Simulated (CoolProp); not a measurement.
A Linde-Hampson liquefier for oxygen: isothermal reversible compression at 280 K from 1 atm to 30 MPa, throttling to 1 atm, return gas leaving the recuperator 0 K below the feed. Each further row changes one setting.

Computed with CoolProp (reference Helmholtz-energy equation of state, Schmidt 1985).

```
case                        liquid yield per pass  compression work (kJ/kg of gas)
--------------------------  ---------------------  -------------------------------
as stated                                   0.166                              402
high pressure 60 MPa                        0.193                              457
warm-end temperature 310 K                  0.125                              452
warm-end gap 5 K                            0.156                              402
```

Above 300 K oxygen's equation is extrapolated.
